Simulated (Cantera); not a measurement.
Input: 1 mol Si₃N₄, 0.023 mol H₂O, 1.5 mol N₂, at 0.180 Pa.

Method: chemical equilibrium by Gibbs-energy minimisation in Cantera with the NASA 1993 tables (ideal gas, pure condensed phases). Candidate condensed phases: H₂O, Si, SiO₂, Si₂N₂O, Si₃N₄; 35 gas species. Mutual solubility and eutectic melting of coexisting phases are not modelled. Kinetics and transport are ignored.

Q: Which condensed phases are stable at each of these points (T (K)): 1123, 1223, 1323, 1423, 1523, 1623, 1723, 1823, 1923?

A: 
```
T (K)      condensed phases  Si condensed (%)
-----  --------------------  ----------------
1123   Si₂N₂O(s) + Si₃N₄(s)             100.0
1223   Si₂N₂O(s) + Si₃N₄(s)             100.0
1323   Si₂N₂O(s) + Si₃N₄(s)              99.9
1423                  Si(s)              99.1
1523                  Si(s)              98.0
1623                  Si(s)              87.8
1723               gas only               0.0
1823               gas only               0.0
1923               gas only               0.0
```

From 1123 K to 1323 K the condensed part is Si₂N₂O(s) + Si₃N₄(s). From 1423 K to 1623 K the condensed part is Si(s). From 1723 K to 1923 K nothing is condensed.
